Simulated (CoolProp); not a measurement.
Vapour-liquid equilibrium of carbon dioxide (1) + neopentane (2) at 0.75 °C; x and y are mole fractions of (1).

The numbers come from the multi-fluid Helmholtz-energy mixture model, Span 1996 and Lemmon 2006; pair parameters Bell 2016 in CoolProp.

| x | bubble pressure, mixture model (MPa) | bubble pressure, Raoult's law (MPa) | y, mixture model | y, Raoult's law |
|---|---|---|---|---|
| 0.05 | 0.2929 | 0.2471 | 0.747 | 0.719 |
| 0.2 | 0.9690 | 0.7694 | 0.921 | 0.924 |
| 0.35 | 1.550 | 1.292 | 0.950 | 0.963 |
| 0.5 | 1.992 | 1.814 | 0.962 | 0.980 |
| 0.65 | 2.358 | 2.336 | 0.970 | 0.989 |
| 0.8 | 2.761 | 2.858 | 0.979 | 0.995 |
| 0.95 | 3.319 | 3.381 | 0.993 | 0.999 |

The largest gap from Raoult's law is +25.9 % in bubble pressure, at x = 0.2. No azeotrope shows between x = 0.05 and 0.95.

The pair parameters rest on a limited set of measurements; away from them the model extrapolates. The gap from Raoult's law changes sign with composition, which may be real or a fault of the pair parameters; it wasn't checked against measurements.
